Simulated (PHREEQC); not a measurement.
Make-up at 40 °C: 0.011 mol/kgw HF, 0.0071 mol/kgw NH4F, 0.0024 mol/kgw H2SiF6 and 4.4e-05 mol/kgw HCl. Closed to the air; pH follows from the charge balance.

The numbers come from PHREEQC with the ion-association model, phreeqc.dat.

Precipitation was switched off in this run.

Estimate the pH.

pH 2.73.

In which forms is F present?

SiF6-2 44 %, HF 42 %, F- 13 %, HF2- 1.4 % of the F.

Away from 25 °C the constants follow the database's enthalpies or fits; those with neither stay at their 25 °C values. SiF6-2 is the database's only silicon fluoride.
